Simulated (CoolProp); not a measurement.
Ethylene at several states: density (kg/m³) from the reference equation and from simpler models built on Tc = 9.2 °C, pc = 5.042 MPa, ω = 0.087; each cubic takes its own stable root.

Computed with CoolProp (reference Helmholtz-energy equation of state, Smukala 2000).

```tsv
T (°C)	p (MPa)	phase	reference
51.85	23.8	supercritical	372.8
-52.95	0.0633	gas	0.9788
-26.95	0.0121	gas	0.1660
116.85	0.0219	gas	0.1896
5.15	8.52	liquid	381.3
```

**Question.** How far does each simpler model (van der Waals, Redlich-Kwong, Soave-Redlich-Kwong) lie from the reference over these 5 states: mean and median of the absolute difference, and the worst?

**Answer.** 
- van der Waals: mean 9.5 %, median 0.2 %, worst -27.9 % at 5.15 °C and 8.52 MPa
- Redlich-Kwong: mean 3.0 %, median 0.0 %, worst -10.6 % at 5.15 °C and 8.52 MPa
- Soave-Redlich-Kwong: mean 3.3 %, median 0.0 %, worst -10.4 % at 5.15 °C and 8.52 MPa
